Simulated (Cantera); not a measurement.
Charge: 1 mol Cu, 11 mol HF, 31 mol H2, held at 2.85 Torr.

Cantera equilibrium calculation (NASA polynomials, part measured and part estimated; ideal gas, pure solids and liquids). Candidate condensed phases: Cu, CuF2; 15 gas species. Rates play no part.

Question: What share of the Cu ends up in condensed phases as a function of T (K), at 998, 1048, 1098, 1148, 1198, 1248, 1298, 1348, 1398, 1448, 1498?

Answer: 
```tsv
T (K)	Cu condensed (%)	as
998	100.0	Cu(s)
1048	100.0	Cu(s)
1098	100.0	Cu(s)
1148	100.0	Cu(s)
1198	100.0	Cu(s)
1248	99.9	Cu(s)
1298	99.8	Cu(s)
1348	99.5	Cu(s)
1398	98.5	Cu(l)
1448	96.2	Cu(l)
1498	90.9	Cu(l)
```
